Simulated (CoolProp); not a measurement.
Vapour-liquid equilibrium of dimethyl ether (1) + n-hexane (2) at 0.402 MPa; x and y are mole fractions of (1).

The numbers come from the multi-fluid Helmholtz-energy mixture model, Wu 2011 and Thol 2019; pair parameters Bell 2016 in CoolProp.

| x | bubble temperature, mixture model (°C) | bubble temperature, Raoult's law (°C) | y, mixture model | y, Raoult's law |
|---|---|---|---|---|
| 0.05 | … | 100.4 | … | 0.412 |
| 0.2 | 61.8 | 65.6 | … | 0.817 |
| 0.35 | 42.1 | 46.9 | 0.920 | 0.922 |
| 0.5 | … | 34.7 | … | 0.962 |
| 0.65 | … | 26.0 | 0.974 | 0.982 |
| 0.8 | … | 19.3 | … | 0.992 |
| 0.95 | 13.9 | 13.9 | 0.997 | 0.998 |

Task: Fill in the missing entries.

Result: 
- 0.05, bubble temperature, mixture model (°C): 101.2
- 0.05, y, mixture model: 0.368
- 0.2, y, mixture model: 0.816
- 0.5, bubble temperature, mixture model (°C): 31.3
- 0.5, y, mixture model: 0.956
- 0.65, bubble temperature, mixture model (°C): 24.3
- 0.8, bubble temperature, mixture model (°C): 18.9
- 0.8, y, mixture model: 0.986

The largest gap from Raoult's law is -4.8 K in bubble temperature, at x = 0.35. No azeotrope shows between x = 0.05 and 0.95.

The pair parameters rest on a limited set of measurements; away from them the model extrapolates. The gap from Raoult's law changes sign with composition, which may be real or a fault of the pair parameters; it wasn't checked against measurements.
